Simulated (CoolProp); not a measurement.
A single-stage vapour-compression cycle with dimethyl ether: evaporating at 298.15 K (dew point), condensing at 323.15 K (bubble point), superheat 10 K, subcooling 2 K, compressor efficiency 0.65, no pressure losses. Each further row changes one setting.

Model: reference Helmholtz-energy equation of state, Wu 2011, in CoolProp.

| case | cooling COP | pressure ratio | discharge temperature (K) | refrigerating effect (kJ/kg) | volumetric capacity (kJ/m³) |
|---|---|---|---|---|---|
| as stated | 6.94 | 1.94 | 347.8 | 360 | 4260 |
| evaporating temperature 303.15 K | 8.97 | 1.68 | 344.6 | 365 | 4950 |
| condensing temperature 318.15 K | 8.86 | 1.71 | 340.3 | 372 | 4410 |
| subcooling 7 K | 7.18 | 1.94 | 347.8 | 372 | 4410 |
| superheat 20 K | 6.93 | 1.94 | 358.3 | 377 | 4260 |
| compressor efficiency 0.55 | 5.87 | 1.94 | 352.9 | 360 | 4260 |
